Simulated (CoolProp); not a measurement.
Dodecamethylpentasiloxane (MD3M) along the isotherm 620 K: Z from the reference equation and from simpler models built on Tc = 628.0 K, pc = 0.9540 MPa, ω = 0.730; each cubic takes its own stable root.

The numbers come from the reference Helmholtz-energy equation of state, Thol 2019 in CoolProp.

```
p (MPa)  phase  reference
-------  -----  ---------
0.053      gas     0.9782
0.106      gas     0.9559
0.159      gas     0.9328
0.212      gas     0.9089
0.265      gas     0.8842
0.318      gas     0.8585
0.371      gas     0.8317
0.424      gas     0.8036
0.477      gas     0.7739
```

How far does each simpler model (Pitzer virial, Redlich-Kwong, Soave-Redlich-Kwong, Peng-Robinson) lie from the reference over these 9 states: mean and median of the absolute difference, and the worst?


- Pitzer virial: mean 1.5 %, median 1.0 %, worst +4.4 % at 620 K and 0.477 MPa
- Redlich-Kwong: mean 1.3 %, median 1.2 %, worst +2.8 % at 620 K and 0.477 MPa
- Soave-Redlich-Kwong: mean 1.0 %, median 1.0 %, worst +2.2 % at 620 K and 0.477 MPa
- Peng-Robinson: mean 0.2 %, median 0.2 %, worst -0.2 % at 620 K and 0.318 MPa
